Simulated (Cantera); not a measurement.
Input (Python, Cantera) and output of one run.

```python
import numpy as np
import cantera as ct

gas_names = """
    CL CL2 H HCL H2 N NH NH2 NH3 N2 N2H2 N2H4 Si SiCL SiCL2 SiCL3 SiCL4 SiH SiHCL3 SiH2 SiH2CL2 SiH3
    SiH3CL SiH4 SiN Si2 Si2N Si3
""".split()
cond_names = """
    NH4CL(a) NH4CL(b) Si(cr) Si(L) Si3N4(a)
""".split()


# ... load() reads the species with a 1 bar reference pressure and builds the phases ...
atoms = {
    'SiHCl3': {'Si': 1, 'H': 1, 'CL': 3},
    'HCl': {'H': 1, 'CL': 1},
    'N2': {'N': 2},
}
top_T = {'Si3N4(a)': 2400}  # K; cautious upper limits of use, not melting points


# ... equilibrate(T, P, feed) seeds the gas with the atoms and calls Mixture.equilibrate('TP', solver="vcs", rtol=1e-11, max_steps=5000) ...
results = []
feed = {'SiHCl3': 1, 'HCl': 0.53, 'N2': 170}  # mol
T = 1073.15  # K
P = 2000  # Pa
mix = equilibrate(T, P, feed)
results.append((T, P, feed, dict(zip(mix.species_names, mix.species_moles))))
print(gas.report(threshold=1e-05))
for i in range(1, mix.n_phases):
    print(f"{mix.phase(i).name:16s} {mix.phase_moles(i):12.5e} mol")
```

It prints:

```
       temperature   1073.2 K
          pressure   2000 Pa
           density   0.0063907 kg/m^3
  mean mol. weight   28.511 kg/kmol
   phase of matter   gas

                          1 kg             1 kmol
                     ---------------   ---------------
          enthalpy        7.4493e+05        2.1239e+07  J
   internal energy        4.3197e+05        1.2316e+07  J
           entropy            9268.6        2.6426e+05  J/K
    Gibbs function       -9.2017e+06       -2.6235e+08  J
 heat capacity c_p            1166.8             33268  J/K
 heat capacity c_v            875.22             24954  J/K

                      mass frac. Y      mole frac. X     chem. pot. / RT
                     ---------------   ---------------   ---------------
               HCL          0.010597         0.0082868            -43.51
                H2        2.2032e-05        0.00031159            -29.67
                N2           0.97109           0.98833           -28.971
             SiCL3        0.00011087        2.3513e-05           -101.74
             SiCL4          0.018163         0.0030482           -130.42
     [  +23 minor]        1.6798e-05        4.3495e-06

Si(cr)            0.00000e+00 mol
Si3N4(a)          1.57291e-01 mol
```

Equilibrium computed with Cantera from the NASA thermochemical tables; the gas is ideal and each condensed phase is pure. N2 is the only nitrogen source here; it is nearly inert below about 1500 K, so the nitride shown seldom forms there in practice. The tables' values for SiCl3 are old estimates; treat these amounts as uncertain.
